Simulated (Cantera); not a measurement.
Feed: 1 mol Si, a varied amount of NH₃, 170 mol H₂, held at 823.15 K and 0.100 bar.

Cantera equilibrium calculation (NASA polynomials, part measured and part estimated; ideal gas, pure solids and liquids). Candidate condensed phases: Si, Si₃N₄; 18 gas species. Equilibrium is a limit: real reactors are often held back by kinetics, nucleation or transport.

At 7.8 mol NH₃, list the 3 most abundant gas species with their mole fractions, and the condensed phases.

H₂ 0.983, N₂ 0.0175, NH₃ 3.07e-5. Condensed: Si₃N₄(s).
